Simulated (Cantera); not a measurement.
Input: 1 mol SiCl4, a varied amount of H2, at 1848.15 K and 1.70 mbar.

Cantera equilibrium calculation (NASA polynomials, part measured and part estimated; ideal gas, pure solids and liquids). Candidate condensed phases: Si; 19 gas species. The tables' values for SiCl, SiCl3 are old estimates; treat these amounts as uncertain. Gases not in the tables: Si2H6 and higher silanes. The numbers say what is thermodynamically allowed, not how fast it happens.

x: gas mole fraction; n: condensed amount in mol.

```
n(H2) (mol)   x H2    x HCl   x SiCl2      x H      x Cl  n Si(l)
-----------  -----  -------  --------  -------  --------  -------
4.1          0.501    0.323     0.159  0.00911   0.00446        0
7.9          0.684    0.203    0.0962   0.0106   0.00240        0
15           0.805    0.124    0.0530   0.0116   0.00135        0
29           0.878   0.0818    0.0220   0.0121  0.000854    0.158
56           0.924      [?]       [?]   0.0124       [?]      [?]
110          0.951   0.0295   0.00264   0.0126  0.000296    0.219
210          0.966   0.0168  0.000792   0.0127  0.000167        0
400          0.975  0.00941  0.000151   0.0127   9.33e-5        0
780          0.981      [?]       [?]   0.0128       [?]        0
1500         0.984  0.00261   3.35e-6   0.0128   2.57e-5        0
```

### Question
Fill in the missing entries.

### Answer

- 780, x HCl: 0.00497
- 780, x SiCl2: 2.29e-5
- 780, x Cl: 4.91e-5
- 56, x HCl: 0.0509
- 56, x SiCl2: 0.00813
- 56, x Cl: 0.000518
- 56, n Si(l): 0.261
